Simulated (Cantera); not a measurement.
An adiabatic, constant-pressure homogeneous reactor starts with 4.42 % CH4, 20.1 % O2, 75.5 % N2, equivalence ratio 0.44, at 1175 K and 8.90 bar.

Computed with Cantera and GRI-Mech 3.0 (53 species, 325 reactions).

Task: Predict: time of steepest temperature rise; temperature at 2.00 s; equilibrium temperature; x(O2) at 2.00 s; x(O) at 2.00 s; x(CO) at 2.00 s.

Result: 
```json
{
 "time_of_steepest_temperature_rise": "5.27 ms",
 "temperature at 2.00 s": "2094 K",
 "equilibrium_temperature": "2094 K",
 "x(O2) at 2.00 s": "0.109 (gas-phase equilibrium 0.109)",
 "x(O) at 2.00 s": "0.000148 (gas-phase equilibrium 0.000148)",
 "x(CO) at 2.00 s": "0.000126 (gas-phase equilibrium 0.000126)"
}
```
